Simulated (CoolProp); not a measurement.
Vapour-liquid equilibrium of nitrogen (1) + oxygen (2) at 78.8 K; x and y are mole fractions of (1).

The numbers come from the multi-fluid Helmholtz-energy mixture model, Span 2000 and Schmidt 1985; pair parameters Gernert 2013 in CoolProp.

| x | bubble pressure, mixture model (MPa) | bubble pressure, Raoult's law (MPa) | y, mixture model | y, Raoult's law |
|---|---|---|---|---|
| 0.05 | ? | 0.03024 | 0.227 | 0.198 |
| 0.2 | 0.04742 | 0.04437 | 0.559 | 0.540 |
| 0.35 | 0.06156 | 0.05850 | 0.716 | 0.716 |
| 0.5 | 0.07490 | 0.07263 | 0.814 | 0.824 |
| 0.65 | 0.08804 | 0.08676 | ? | 0.897 |
| 0.8 | 0.1014 | 0.1009 | ? | 0.949 |
| 0.95 | 0.1151 | 0.1150 | 0.987 | 0.989 |

Problem. Some entries are withheld; supply them.

Solution. 
- 0.05, bubble pressure, mixture model (MPa): 0.03148
- 0.65, y, mixture model: 0.885
- 0.8, y, mixture model: 0.941

The largest gap from Raoult's law is +6.9 % in bubble pressure, at x = 0.2. No azeotrope shows between x = 0.05 and 0.95.

The pair parameters rest on a limited set of measurements; away from them the model extrapolates.
